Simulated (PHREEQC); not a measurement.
A solution holds 0.0021 mol CuCl2, 0.041 mol HCl and 0.19 mol NaCl per kg of water, at 15 °C and 10 atm. Closed to the air; pH follows from the charge balance.

The numbers come from PHREEQC with the ion-association model, phreeqc.dat.

Problem. The ionic strength comes out as 0.237 mol/kgw. What activity coefficients do H+, CuCl+, Cl-, Cu+2, Na+ get?

Solution. H+ 0.79, CuCl+ 0.71, Cl- 0.71, Cu+2 0.32, Na+ 0.74.

Precipitation was switched off in this run.
